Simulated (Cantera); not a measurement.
Cantera with NASA thermochemical tables; ideal gases at 1 bar, condensed phases pure. Values are per mole of reaction as written; species without (g) are pure solids or liquids, kept so even where they would boil at 1 bar.

Problem. Between 1698 and 1898 K, where is each reaction favourable under standard conditions?
- 3 Cl2(g) + 2 BN → 2 N(g) + 2 BCl3(g)

Solution. 
- 3 Cl2(g) + 2 BN → 2 N(g) + 2 BCl3(g): ΔG° is 302 kJ at 1698 K and 262 kJ at 1898 K; it stays positive (K < 1). ΔH° is 645 kJ and ΔS° 202 J/K at 1898 K.
